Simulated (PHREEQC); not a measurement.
# Alkaline etch or developer: speciation

A solution holds 21 mmol/kgw KOH and 0.058 mmol/kgw Na2SiO3, at 79 °C. Closed to the air; pH follows from the charge balance.

All values are PHREEQC results (ion-association model, phreeqc.dat), not measurements.

Each row changes one thing in this solution. This is a speciation only: nothing precipitates in the calculation.

```json
[
 {"case": "as made", "pH": "10.86", "ionic strength (mol/kgw)": "0.0211", "H2SiO4-2 (mol/kgw)": "5.15e-6", "H4SiO4 (mol/kgw)": "1.05e-6", "SI of Quartz (SiO2)": "-2.67"},
 {"case": "0.0016 mol/kgw CO2 added", "pH": "10.79", "ionic strength (mol/kgw)": "0.0225", "H2SiO4-2 (mol/kgw)": "4.48e-6", "H4SiO4 (mol/kgw)": "1.24e-6", "SI of Quartz (SiO2)": "-2.60"},
 {"case": "temperature from 79 to 5 °C", "pH": "12.99", "ionic strength (mol/kgw)": "0.0211", "H2SiO4-2 (mol/kgw)": "1.07e-5", "H4SiO4 (mol/kgw)": "6.28e-8", "SI of Quartz (SiO2)": "-2.90"},
 {"case": "0.0013 mol/kgw Na2CO3 added", "pH": "10.86", "ionic strength (mol/kgw)": "0.0244", "H2SiO4-2 (mol/kgw)": "5.25e-6", "H4SiO4 (mol/kgw)": "1.04e-6", "SI of Quartz (SiO2)": "-2.67"},
 {"case": "0.0014 mol/kgw HBr added", "pH": "10.83", "ionic strength (mol/kgw)": "0.0211", "H2SiO4-2 (mol/kgw)": "?", "H4SiO4 (mol/kgw)": "?", "SI of Quartz (SiO2)": "-2.64"}
]
```

Problem. What belongs in the gaps?

Solution. 
- 0.0014 mol/kgw HBr added, H2SiO4-2 (mol/kgw): 4.83e-6
- 0.0014 mol/kgw HBr added, H4SiO4 (mol/kgw): 1.13e-6

Species that the database lacks are ignored. Constants without temperature data keep their 25 °C values here.
